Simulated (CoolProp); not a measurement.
Model: reference Helmholtz-energy equation of state, Lemmon 2005, in CoolProp. It is a short technical equation, of lower accuracy than the large ones.

**Question.** Give the vapour pressure (MPa), enthalpy of vaporisation (kJ/kg), liquid cp (kJ/(kg K)) of saturated isobutene at 335.7 K.

**Answer.** 
| T (K) | p (MPa) | enthalpy of vaporisation (kJ/kg) | liquid cp (kJ/(kg K)) |
|---|---|---|---|
| 335.7 | 0.830 | 311 | 2.63 |
